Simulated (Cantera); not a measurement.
Charge: 1 mol CuF₂, 7.1 mol H₂O, 5.8 mol H₂, held at 0.400 bar.

Equilibrium computed with Cantera from the NASA thermochemical tables; the gas is ideal and each condensed phase is pure. Candidate condensed phases: Cu, CuF₂, CuO, Cu(OH)₂, Cu₂O, H₂O; 27 gas species. The numbers say what is thermodynamically allowed, not how fast it happens.

Which condensed phases are stable at each of these points (T (K)): 648, 748, 848, 948, 1048, 1148, 1248, 1348, 1448, 1548, 1648, 1748, 1848?


```
T (K)  condensed phases  Cu condensed (%)
-----  ----------------  ----------------
648               Cu(s)             100.0
748               Cu(s)             100.0
848               Cu(s)             100.0
948               Cu(s)             100.0
1048              Cu(s)             100.0
1148              Cu(s)             100.0
1248              Cu(s)             100.0
1348              Cu(s)             100.0
1448              Cu(l)             100.0
1548              Cu(l)              99.9
1648              Cu(l)              99.7
1748              Cu(l)              98.9
1848              Cu(l)              96.5
```

From 648 K to 1348 K the condensed part is Cu(s). From 1448 K to 1848 K the condensed part is Cu(l).
